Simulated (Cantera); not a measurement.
What does this Cantera script print?

```python
import numpy as np
import cantera as ct

gas = ct.Solution("gri30.yaml")


def delay(T, t_max=10):
    gas.TPX = T, 490000, {'CH4': 1, 'CO': 0.051, 'O2': 0.965, 'N2': 3.63}
    reactor = ct.IdealGasReactor(gas, clone=False)
    net = ct.ReactorNet([reactor])
    net.rtol, net.atol = 1e-8, 1e-16
    while net.time < t_max:
        t_old, T_old = net.time, reactor.T
        net.step()
        if reactor.T > T + 400:  # ignition: a rise of 400 K
            return t_old + (T + 400 - T_old) / (reactor.T - T_old) * (net.time - t_old)
    return np.nan


taus = []
for T in [1100, 1150, 1200, 1250, 1300, 1350, 1400, 1450]:
    taus.append(delay(T))
    print(f"T0 = {T:6g} K   tau = {taus[-1]:.4e} s")
```

Output:

```
T0 =   1100 K   tau = 6.6130e-02 s
T0 =   1150 K   tau = 3.1737e-02 s
T0 =   1200 K   tau = 1.5849e-02 s
T0 =   1250 K   tau = 8.2017e-03 s
T0 =   1300 K   tau = 4.3803e-03 s
T0 =   1350 K   tau = 2.4044e-03 s
T0 =   1400 K   tau = 1.3516e-03 s
T0 =   1450 K   tau = 7.7637e-04 s
```

Cantera simulation using GRI-Mech 3.0 (53 species, 325 reactions); the numbers are that mechanism's predictions, not measurements.
